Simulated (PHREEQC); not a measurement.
Make-up at 25 °C: 0.016 mol CdCl2 per kg of water. Closed to the air; pH follows from the charge balance.

The numbers come from PHREEQC with the ion-association model, wateq4f.dat.

```
Property                 Value
--------------  --------------
pH                        5.77
ionic strength  0.0300 mol/kgw
```

```json
[
 {"species": "Cl-", "molality": "0.0227", "activity": "0.0192", "log γ": "-0.073"},
 {"species": "CdCl+", "molality": "0.00817", "activity": "0.00694", "log γ": "-0.071"},
 {"species": "Cd+2", "molality": "0.00727", "activity": "0.00379", "log γ": "-0.283"},
 {"species": "CdCl2", "molality": "0.000551", "activity": "0.000555", "log γ": "0.003"},
 {"species": "CdCl3-", "molality": "7.91e-6", "activity": "6.72e-6", "log γ": "-0.071"},
 {"species": "H+", "molality": "1.93e-6", "activity": "1.69e-6", "log γ": "-0.058"},
 {"species": "CdOHCl", "molality": "1.69e-6", "activity": "1.70e-6", "log γ": "0.003"},
 {"species": "CdOH+", "molality": "2.20e-7", "activity": "1.87e-7", "log γ": "-0.071"},
 {"species": "Cd2OH+3", "molality": "1.50e-8", "activity": "3.47e-9", "log γ": "-0.636"},
 {"species": "OH-", "molality": "7.03e-9", "activity": "5.93e-9", "log γ": "-0.074"}
]
```

No solid was allowed to form.
